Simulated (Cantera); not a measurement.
An isothermal, constant-pressure homogeneous reactor starts with NO : N₂ = 1 : 1.2 (molar parts), at 1723 K and 1.01 bar.

Detailed kinetics in Cantera: GRI-Mech 3.0 (53 species, 325 reactions).

x: mole fraction; the columns are a selection and need not sum to one.

```csv
t (s),x NO,x O,x NO₂,x N₂,x N₂O
0.000500,0.455,6.20e-7,1.19e-5,0.545,1.10e-5
0.00124,0.454,___,___,0.545,___
0.00310,0.454,2.08e-6,8.35e-5,0.546,4.86e-5
0.00770,0.454,3.58e-6,0.000165,0.546,7.37e-5
0.0192,0.453,4.17e-6,0.000198,0.546,8.23e-5
0.0477,0.452,4.44e-6,0.000211,0.547,8.21e-5
0.119,0.449,5.02e-6,0.000240,0.548,8.07e-5
0.295,0.440,6.20e-6,0.000295,0.552,7.76e-5
0.734,0.421,___,___,0.562,___
1.83,0.379,1.17e-5,0.000495,0.583,5.67e-5
4.54,0.301,1.61e-5,0.000548,0.622,3.54e-5
11.3,0.193,2.07e-5,0.000455,0.676,1.45e-5
28.1,0.0936,2.42e-5,0.000259,0.726,3.51e-6
70.0,0.0337,2.61e-5,0.000101,0.756,6.10e-7
```

Task: Some entries are withheld; supply them.

Result: 
- 0.00124, x O: 1.05e-6
- 0.00124, x NO₂: 3.19e-5
- 0.00124, x N₂O: 2.47e-5
- 0.734, x O: 8.33e-6
- 0.734, x NO₂: 0.000386
- 0.734, x N₂O: 7.06e-5
